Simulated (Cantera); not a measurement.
Charge: 1 mol Si, a varied amount of NF₃, 6.5 mol N₂, held at 800 K and 1.00 bar.

Method: chemical equilibrium by Gibbs-energy minimisation in Cantera with the NASA 1993 tables (ideal gas, pure condensed phases). Candidate condensed phases: Si, Si₃N₄; 16 gas species. Equilibrium is a limit: real reactors are often held back by kinetics, nucleation or transport.

What share of the Si ends up in condensed phases as a function of n(NF₃) (mol), at 0.75, 1, 1.3, 1.6, 1.9, 2.2, 2.5, 2.7, 3?


```tsv
n(NF₃) (mol)	Si condensed (%)	as
0.75	43.7	Si₃N₄(s)
1	25.0	Si₃N₄(s)
1.3	2.5	Si₃N₄(s)
1.6	0.0	-
1.9	0.0	-
2.2	0.0	-
2.5	0.0	-
2.7	0.0	-
3	0.0	-
```
